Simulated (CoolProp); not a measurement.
Properties of water along the isotherm 390.15 °C.

The numbers come from the reference Helmholtz-energy equation of state, Wagner 2002 in CoolProp.

| p (kPa) | phase | cp (kJ/(kg K)) | speed of sound (m/s) | expansivity (1/kK) | viscosity (µPa s) | fugacity coefficient |
|---|---|---|---|---|---|---|
| 6250 | gas | 2.634 | 596.7 | 2.189 | 24.0 | 0.9144 |
| 12500 | gas | 3.754 | 556.5 | 3.574 | 24.3 | 0.8283 |
| 18800 | gas | 6.559 | 501.1 | 7.389 | 25.4 | 0.7399 |
| 25000 | supercritical | 27.53 | 404.7 | 40.90 | 31.7 | 0.6477 |
| 31200 | supercritical | 12.29 | 528.0 | 13.99 | 56.9 | 0.5484 |
| 37500 | supercritical | 8.333 | 650.9 | 7.328 | 63.8 | 0.4747 |
| 43800 | supercritical | 7.045 | 735.2 | 5.287 | 68.0 | 0.4215 |
| 50000 | supercritical | 6.386 | 800.8 | 4.278 | 71.2 | 0.3821 |
| 56200 | supercritical | 5.968 | 856.2 | 3.654 | 73.8 | 0.3513 |
| 62500 | supercritical | 5.670 | 905.5 | 3.219 | 76.2 | 0.3264 |
| 68800 | supercritical | 5.447 | 949.5 | 2.898 | 78.3 | 0.3060 |
| 75000 | supercritical | 5.275 | 988.9 | 2.654 | 80.2 | 0.2895 |
| 81200 | supercritical | 5.135 | 1025 | 2.458 | 82.0 | 0.2755 |
| 87500 | supercritical | 5.017 | 1059 | 2.295 | 83.7 | 0.2635 |
| 93800 | supercritical | 4.916 | 1091 | 2.157 | 85.2 | 0.2532 |
| 100000 | supercritical | 4.831 | 1121 | 2.041 | 86.7 | 0.2445 |

The peak of cp marks the crossing from liquid-like to gas-like fluid above the critical point.

Viscosity comes from a separate model (Huber 2009).
